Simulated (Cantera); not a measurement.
A perfectly stirred reactor is fed with C₃H₈ : H₂ = 1 : 2 (molar parts), at 0.368 Torr; it is held at 1750 K, and followed from long to short residence time.

Cantera simulation using GRI-Mech 3.0 (53 species, 325 reactions); the numbers are that mechanism's predictions, not measurements. GRI-Mech 3.0 was tuned for natural gas; its chemistry of propane as a main component is partial and can be far from experiment. GRI-Mech 3.0 stops at C3 and has no aromatics, soot or wall deposition, so with more carbon than oxygen in the feed, carbon stays in small species such as C2H2 where larger ones or solid carbon would form. Radical loss at walls, strong at low pressure, is not modelled.

| quantity | before | after |
|---|---|---|
| x(C₃H₈) at τ = 10.0 s | 2.73e-5 | 5.78e-5 |
| x(H₂) at τ = 10.0 s | 0.724 | 0.714 |
| x(C₂H₄) at τ = 10.0 s | 0.000614 | 0.00125 |
| x(H) at τ = 10.0 s | 0.00357 | 0.00391 |
| x(C₂H₂) at τ = 10.0 s | 0.241 | 0.237 |
| x(C₃H₈) at τ = 0.260 s | 0.000983 | 0.00209 |
| x(H₂) at τ = 0.260 s | 0.647 | 0.621 |
| x(C₂H₄) at τ = 0.260 s | 0.0145 | 0.0261 |
| x(H) at τ = 0.260 s | 0.00454 | 0.00513 |
| x(C₂H₂) at τ = 0.260 s | 0.203 | 0.184 |

### Question
Which change was made?
A. pressure from 0.368 Torr to 20.0 Torr
B. temperature 1750 to 1150 K
C. temperature 1750 to 1600 K
D. pressure from 0.368 Torr to 0.158 Torr

### Answer
D, pressure from 0.368 Torr to 0.158 Torr
